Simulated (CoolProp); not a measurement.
R134a along the isotherm 427.8 K: density (kg/m³) from the reference equation and from simpler models built on Tc = 374.2 K, pc = 40.59 bar, ω = 0.327; each cubic takes its own stable root.

The numbers come from the reference Helmholtz-energy equation of state, Tillner-Roth 1994 in CoolProp.

| p (bar) | phase | reference | ideal gas | van der Waals | Redlich-Kwong | Soave-Redlich-Kwong | Peng-Robinson |
|---|---|---|---|---|---|---|---|
| 10.1 | gas | 30.67 | 28.97 | 30.67 | 30.78 | 30.59 | 30.85 |
| 20.3 | gas | 65.75 | 58.23 | 65.93 | 66.32 | 65.33 | 66.47 |
| 30.4 | gas | 105.9 | 87.20 | 107.0 | 107.5 | 104.6 | 107.4 |
| 40.6 | supercritical | 153.8 | 116.5 | 158.3 | 157.7 | 150.5 | 156.0 |
| 50.7 | supercritical | 211.2 | 145.4 | 226.4 | 219.8 | 203.9 | 213.1 |
| 60.9 | supercritical | 282.7 | 174.7 | 324.1 | 299.2 | 266.7 | 280.9 |
| 71 | supercritical | 368.1 | 203.7 | 417.9 | 389.1 | 335.7 | 355.6 |
| 81.2 | supercritical | 462.0 | 232.9 | 476.5 | 470.5 | 405.0 | 431.2 |
| 91.3 | supercritical | 546.8 | 261.9 | 514.9 | 532.8 | 466.0 | 498.6 |
| 101 | supercritical | 612.2 | 289.7 | 542.3 | 579.4 | 515.4 | 553.9 |
